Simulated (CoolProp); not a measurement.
Vapour-liquid equilibrium of cyclopentane (1) + octamethylcyclotetrasiloxane (D4) (2) at 117.15 °C; x and y are mole fractions of (1).

The numbers come from the multi-fluid Helmholtz-energy mixture model, Gedanitz 2015 and Thol 2015; pair parameters Bell 2016 in CoolProp.

| x | bubble pressure (MPa) | y at the bubble point | dew pressure at overall composition x (MPa) | liquid density (mol/L) |
|---|---|---|---|---|
| 0.05 | 0.03507 | 0.531 | 0.01788 | 2.955 |
| 0.125 | 0.06410 | (withheld) | 0.01936 | 3.145 |
| 0.2 | 0.09563 | 0.849 | 0.02111 | 3.355 |
| 0.275 | (withheld) | 0.898 | 0.02321 | 3.591 |
| 0.35 | 0.1670 | 0.928 | 0.02576 | 3.855 |
| 0.425 | 0.2073 | 0.948 | 0.02894 | 4.155 |
| 0.5 | 0.2508 | 0.962 | 0.03302 | 4.497 |
| 0.575 | 0.2976 | 0.973 | 0.03842 | 4.891 |
| 0.65 | 0.3480 | 0.981 | 0.04593 | 5.349 |
| 0.725 | 0.4017 | 0.987 | 0.05708 | 5.890 |
| 0.8 | 0.4585 | 0.992 | 0.07540 | (withheld) |
| 0.875 | 0.5175 | 0.996 | (withheld) | 7.323 |
| 0.95 | 0.5763 | (withheld) | (withheld) | 8.303 |

Q: Some entries are withheld; supply them.

A: 
- 0.125, y at the bubble point: 0.759
- 0.275, bubble pressure (MPa): 0.1299
- 0.8, liquid density (mol/L): 6.536
- 0.875, dew pressure at overall composition x (MPa): 0.1111
- 0.95, y at the bubble point: 0.999
- 0.95, dew pressure at overall composition x (MPa): 0.2127

No azeotrope shows between x = 0.05 and 0.95.

Pair parameters are fitted to limited data, so mixtures are less certain than the pure fluids.
